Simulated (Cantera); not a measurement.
A freely propagating, adiabatic, planar premixed flame of 5.97 % CH₄, 1.79 % H₂, 19.5 % O₂, 72.8 % N₂, equivalence ratio 0.66, unburnt at 325 K and 96000 Pa; mixture-averaged transport, grid criteria slope 0.08 and curve 0.16, no radiation.

Detailed kinetics in Cantera: GRI-Mech 3.0 (53 species, 325 reactions). Burning velocities carry a grid error of a few per cent, more on coarse grids.

Predict: laminar burning velocity; thermal thickness; peak x(C₂H₆); peak x(HCO).


```json
{
  "laminar_burning_velocity": "23.5 cm/s",
  "thermal_thickness": "0.654 mm",
  "peak x(C₂H₆)": "0.000302",
  "peak x(HCO)": "1.02e-5"
}
```
